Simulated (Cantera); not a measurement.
Mixture: CO : H₂ : O₂ : N₂ : H₂O = 1 : 0.14 : 0.77 : 3.93 : 0.26 (molar parts), at 1.60 bar, adiabatic and at constant pressure. Ignition delay is the time to a rise of 400 K.

Detailed kinetics in Cantera: GRI-Mech 3.0 (53 species, 325 reactions). Where the delays flatten at high temperature, the 400 K rule measures the pace of heat release, not the induction time.

What does this change do: pressure from 1.60 bar to 1.01 bar?


```
quantity          before     after
---------------  -------  --------
delay at 1225 K  96.2 µs  0.148 ms
delay at 1375 K  57.6 µs   98.0 µs
delay at 1525 K  45.2 µs   83.6 µs
delay at 1675 K  42.3 µs   85.3 µs
delay at 1825 K  45.1 µs   97.5 µs
```

What does this change do: pressure from 1.60 bar to 5.00 bar?


```csv
quantity,before,after
delay at 1225 K,96.2 µs,54.6 µs
delay at 1375 K,57.6 µs,19.1 µs
delay at 1525 K,45.2 µs,12.0 µs
delay at 1675 K,42.3 µs,9.43 µs
delay at 1825 K,45.1 µs,8.41 µs
```
The hydrogen kinetics of GRI-Mech 3.0 are dated; newer H2 mechanisms differ, most at raised pressure.
